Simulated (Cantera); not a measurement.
Charge: 1 mol PbO, 26 mol N2, 2.3 mol O2, held at 523.15 K.

Cantera equilibrium calculation (NASA polynomials, part measured and part estimated; ideal gas, pure solids and liquids). Candidate condensed phases: Pb, PbO, PbO2, Pb3O4; 12 gas species. Kinetics and transport are ignored.

**Question.** Which condensed phases are stable at each of these points (P (Pa)): 10, 52, 270, 1400, 7200, 37000, 190000, 1000000?

**Answer.** 
```json
[
 {"P (Pa)": "10", "condensed phases": "PbO(red)", "Pb condensed (%)": "100.0"},
 {"P (Pa)": "52", "condensed phases": "PbO(red)", "Pb condensed (%)": "100.0"},
 {"P (Pa)": "270", "condensed phases": "PbO(red)", "Pb condensed (%)": "100.0"},
 {"P (Pa)": "1400", "condensed phases": "PbO(red)", "Pb condensed (%)": "100.0"},
 {"P (Pa)": "7200", "condensed phases": "Pb3O4(s)", "Pb condensed (%)": "100.0"},
 {"P (Pa)": "37000", "condensed phases": "Pb3O4(s)", "Pb condensed (%)": "100.0"},
 {"P (Pa)": "190000", "condensed phases": "Pb3O4(s)", "Pb condensed (%)": "100.0"},
 {"P (Pa)": "1000000", "condensed phases": "Pb3O4(s)", "Pb condensed (%)": "100.0"}
]
```

From 10.0 Pa to 14.0 mbar the condensed part is PbO(red). From 72.0 mbar to 10.0 bar the condensed part is Pb3O4(s).
